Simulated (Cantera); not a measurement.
An adiabatic, constant-pressure homogeneous reactor starts with CH₄ : O₂ : N₂ = 1 : 2.6 : 9.77 (molar parts), equivalence ratio 0.77, at 1725 K and 1.10 bar. Integrator tolerance rtol = 1e-08.

Computed with Cantera and GRI-Mech 3.0 (53 species, 325 reactions).

Problem. What does this change do: constant volume in place of constant pressure?

Solution. 
```tsv
quantity	before	after
time of steepest temperature rise	0.163 ms	0.155 ms
temperature at 0.800 s	2741 K	2881 K
equilibrium temperature	2741 K	2881 K
x(CH₄) at 0.800 s	<1e-12 (gas-phase equilibrium <1e-12)	<1e-12 (gas-phase equilibrium <1e-12)
x(O₂) at 0.800 s	0.0452 (gas-phase equilibrium 0.0452)	0.0451 (gas-phase equilibrium 0.0451)
x(H₂O) at 0.800 s	0.122 (gas-phase equilibrium 0.122)	0.115 (gas-phase equilibrium 0.115)
x(CO₂) at 0.800 s	0.0473 (gas-phase equilibrium 0.0473)	0.0417 (gas-phase equilibrium 0.0417)
x(OH) at 0.800 s	0.0211 (gas-phase equilibrium 0.0211)	0.0253 (gas-phase equilibrium 0.0253)
```

Problem. What does this change do: CH4 1 to 2.1 parts?

Solution. 
```json
[
 {"quantity": "time of steepest temperature rise", "before": "0.163 ms", "after": "0.187 ms"},
 {"quantity": "temperature at 0.800 s", "before": "2741 K", "after": "2788 K"},
 {"quantity": "equilibrium temperature", "before": "2741 K", "after": "2788 K"},
 {"quantity": "x(CH₄) at 0.800 s", "before": "<1e-12 (gas-phase equilibrium <1e-12)", "after": "<1e-12 (gas-phase equilibrium <1e-12)"},
 {"quantity": "x(O₂) at 0.800 s", "before": "0.0452 (gas-phase equilibrium 0.0452)", "after": "0.00105 (gas-phase equilibrium 0.00105)"},
 {"quantity": "x(H₂O) at 0.800 s", "before": "0.122 (gas-phase equilibrium 0.122)", "after": "0.148 (gas-phase equilibrium 0.148)"},
 {"quantity": "x(CO₂) at 0.800 s", "before": "0.0473 (gas-phase equilibrium 0.0473)", "after": "0.0244 (gas-phase equilibrium 0.0244)"},
 {"quantity": "x(OH) at 0.800 s", "before": "0.0211 (gas-phase equilibrium 0.0211)", "after": "0.0103 (gas-phase equilibrium 0.0103)"}
]
```
